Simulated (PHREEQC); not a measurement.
Na2CO3 is added in steps, without added water, to 1 kg of water holding 0.0072 mol K2CO3, 0.025 mol H3BO3 and 0.14 mol NaCl, at 25 °C. The system is closed to CO2. No solid was allowed to form.

Base run: PHREEQC, Pitzer model, pitzer.dat. Each further column changes one thing. The table gives pH.

| Na2CO3 added (mol) | base | K2CO3 from 0.0072 to 0.0144 mol/kgw | temperature from 25 to 35 °C | solids may form |
|---|---|---|---|---|
| 0 | 8.64 | 9.06 | 8.63 | 8.64 |
| 0.0035 | 8.87 | 9.21 | 8.86 | 8.87 |
| 0.0105 | 9.20 | 9.44 | 9.17 | 9.20 |
| 0.014 | 9.32 | 9.53 | 9.29 | 9.32 |
| 0.021 | 9.52 | 9.68 | 9.47 | 9.52 |
| 0.0245 | 9.60 | 9.74 | 9.55 | 9.60 |
| 0.0315 | 9.73 | 9.84 | 9.67 | 9.73 |
| 0.035 | 9.79 | 9.89 | 9.73 | 9.79 |
| 0.042 | 9.88 | 9.96 | 9.82 | 9.88 |
| 0.0455 | 9.92 | 10.00 | 9.85 | 9.92 |
| 0.0525 | 9.99 | 10.06 | 9.92 | 9.99 |
| 0.056 | 10.02 | 10.08 | 9.95 | 10.02 |

 Solids allowed in the column 'solids may form': Halite, Kalicinite, Nahcolite, Natron, Sylvite, Trona, Borax, Boric_acid,s, KB5O8:4H2O, K2B4O7:4H2O, NaBO2:4H2O, NaB5O8:5H2O, Teepleite.
